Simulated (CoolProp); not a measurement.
Vapour-liquid equilibrium of propane (1) + isohexane (2) at -20.85 °C; x and y are mole fractions of (1).

Model: multi-fluid Helmholtz-energy mixture model, Lemmon 2009 and Lemmon 2006; pair parameters Bell 2016, in CoolProp.

| x | bubble pressure, mixture model (bar) | bubble pressure, Raoult's law (bar) | y, mixture model | y, Raoult's law |
|---|---|---|---|---|
| 0.05 | 0.1527 | 0.1451 | 0.825 | 0.817 |
| 0.2 | 0.5180 | 0.4966 | 0.955 | 0.955 |
| 0.35 | 0.8710 | 0.8481 | 0.977 | 0.979 |
| 0.5 | 1.214 | 1.200 | 0.987 | 0.988 |
| 0.65 | 1.553 | 1.551 | 0.992 | 0.994 |
| 0.8 | 1.893 | 1.903 | 0.996 | 0.997 |
| 0.95 | 2.247 | 2.254 | 0.999 | 0.999 |

The largest gap from Raoult's law is +5.2 % in bubble pressure, at x = 0.05. No azeotrope shows between x = 0.05 and 0.95.

Pair parameters are fitted to limited data, so mixtures are less certain than the pure fluids. The gap from Raoult's law changes sign with composition, which may be real or a fault of the pair parameters; it wasn't checked against measurements.
